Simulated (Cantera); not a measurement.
A closed system holds: 1 mol B, 17 mol N2, 0.14 mol O2, held at 1350 K and 48.0 Torr.

Equilibrium computed with Cantera from the NASA thermochemical tables; the gas is ideal and each condensed phase is pure. Candidate condensed phases: B, BN, B2O3; 17 gas species. N2 is the only nitrogen source here; it is nearly inert below about 1500 K, so the nitride shown seldom forms there in practice. Mutual solubility and eutectic melting of coexisting phases are not modelled. Equilibrium is a limit: real reactors are often held back by kinetics, nucleation or transport.

Base state: N2 1.000, B2O3 1.10e-5 (mole fractions); condensed: BN(s) + B2O3(l).

Task: What changes in the equilibrium state with this change: temperature from 1350 K to 1848 K?

Result: 
| species | before | after |
|---|---|---|
| N2 | 1.000 | 0.993 |
| B2O3 | 1.10e-5 | 0.00406 |
| B2O2 | 6.21e-8 | 0.00188 |
| BO | 2.26e-8 | 0.000822 |
| BN(s), mol | 0.813 | 0.788 |
| B2O3(l), mol | 0.0932 | 0 |

Task: What changes in the equilibrium state with this change: temperature from 1350 K to 2325 K?

Result: 
| species | before | after |
|---|---|---|
| N2 | 1.000 | 0.985 |
| BO | 2.26e-8 | 0.0135 |
| B2O2 | 6.21e-8 | 0.00143 |
| B2O | <1e-9 | 0.000139 |
| B | <1e-9 | 7.50e-5 |
| B2O3 | 1.10e-5 | 1.41e-5 |
| BN(s), mol | 0.813 | 0.716 |
| B2O3(l), mol | 0.0932 | 0 |

Task: What changes in the equilibrium state with this change: B replaced by borazine?

Result: 
| species | before | after |
|---|---|---|
| N2 | 1.000 | 0.850 |
| H2 | 0 | 0.149 |
| HBO2 | 0 | 0.000469 |
| H2O | 0 | 0.000469 |
| HBO | 0 | 2.88e-5 |
| B2O3 | 1.10e-5 | 1.10e-5 |
| BN(s), mol | 0.813 | 2.82 |
| B2O3(l), mol | 0.0932 | 0.0835 |
The feed counts by its element totals alone. Further candidate phases: B3O3H3, H2O.
